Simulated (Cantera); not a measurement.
A perfectly stirred reactor is fed with H₂ : O₂ : H₂O = 0.0069 : 1 : 0.0035 (molar parts), at 0.0267 bar; it is held at 1375 K, and followed from long to short residence time.

Cantera simulation using GRI-Mech 3.0 (53 species, 325 reactions); the numbers are that mechanism's predictions, not measurements. Radical loss at walls, strong at low pressure, is not modelled.

x: mole fraction; the columns are a selection and need not sum to one.

| τ (s) | x H₂ | x O₂ | x H₂O₂ | x H₂O | x O | x OH |
|---|---|---|---|---|---|---|
| 0.76 | 1.83e-5 | 0.988 | 1.11e-8 | 0.0100 | 0.00139 | 0.000526 |
| 0.37 | [?] | 0.987 | [?] | 0.00995 | [?] | [?] |
| 0.18 | 4.20e-5 | 0.986 | 1.55e-8 | 0.00986 | 0.00281 | 0.000753 |
| 0.090 | 6.37e-5 | 0.986 | 1.75e-8 | 0.00977 | 0.00361 | 0.000863 |
| 0.044 | [?] | 0.985 | [?] | 0.00966 | [?] | [?] |
| 0.022 | 0.000168 | 0.984 | 2.15e-8 | 0.00952 | 0.00484 | 0.00107 |
| 0.011 | 0.000290 | 0.984 | 2.41e-8 | 0.00933 | 0.00508 | 0.00118 |
| 0.0052 | 0.000542 | 0.984 | 2.80e-8 | 0.00900 | 0.00501 | 0.00131 |
| 0.0026 | 0.000978 | 0.984 | 3.23e-8 | 0.00848 | 0.00464 | 0.00145 |

**Question.** Complete the blanks.

**Answer.** 
- 0.37, x H₂: 2.76e-5
- 0.37, x H₂O₂: 1.33e-8
- 0.37, x O: 0.00202
- 0.37, x OH: 0.000636
- 0.044, x H₂: 0.000102
- 0.044, x H₂O₂: 1.95e-8
- 0.044, x O: 0.00434
- 0.044, x OH: 0.000970
